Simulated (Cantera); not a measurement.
Feed: 1 mol TiO2, 1.5 mol CO, at 1998.15 K and 0.133 bar.

Equilibrium computed with Cantera from the NASA thermochemical tables; the gas is ideal and each condensed phase is pure. Candidate condensed phases: C, Ti, TiC, TiO, TiO2, Ti2O3, Ti3O5, Ti4O7; 15 gas species. Mutual solubility and eutectic melting of coexisting phases are not modelled. Condensed phases not in the tables: Magnéli phases beyond Ti4O7. Kinetics and transport are ignored.

Base state: CO 0.924, CO2 0.0759 (mole fractions); condensed: TiO2(rutile) + Ti4O7(l).

Problem. What changes in the equilibrium state with this change: temperature from 1998.15 K to 2175 K?

Solution. 
```tsv
species	before	after
CO	0.924	0.833
CO2	0.0759	0.167
TiO2	1.57e-6	2.45e-5
O	5.29e-7	1.75e-5
TiO2(rutile), mol	0.544	0
Ti4O7(l), mol	0.114	0.250
```
